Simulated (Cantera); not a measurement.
Pb + CO2 + N2 (metals in furnace atmospheres)

Feed: 1 mol Pb, a varied amount of CO2, 2.5 mol N2, at 13.3 mbar.

Cantera equilibrium calculation (NASA polynomials, part measured and part estimated; ideal gas, pure solids and liquids). Candidate condensed phases: C, Pb, PbO, PbO2, Pb3O4; 27 gas species. Kinetics and transport are ignored.

Stable condensed phases:

```
T in K \ n(CO2) in mol
         0.033 0.054 0.089  0.15  0.24   0.4  0.65   1.1   1.8   2.9   4.8
   1773      A     A     A     A     A     A     A     A     A     A     A
   1723      A     A     A     A     A     A     A     A     A     A     A
   1673      A     A     A     A     A     A     A     A     A     A     A
   1623      A     A     A     A     A     A     A     A     A     A     A
   1573      A     A     A     A     A     A     A     A     A     A     A
   1523      A     A     A     A     A     A     A     A     A     A     A
   1473      A     A     A     A     A     A     A     A     A     A     A
   1423      A     A     A     A     A     A     A     A     A     A     A
   1373      A     A     A     A     A     A     A     A     A     A     A
   1323      B     B     B     B     B     A     A     A     A     A     A
   1273      B     B     B     B     B     B     B     B     B     B     A
   1223      B     B     B     B     B     B     B     B     B     B     B
   1173      B     B     B     B     B     B     B     B     B     B     B
   1123      B     B     B     B     B     B     B     B     B     B     B
```

A: gas only; B: Pb.
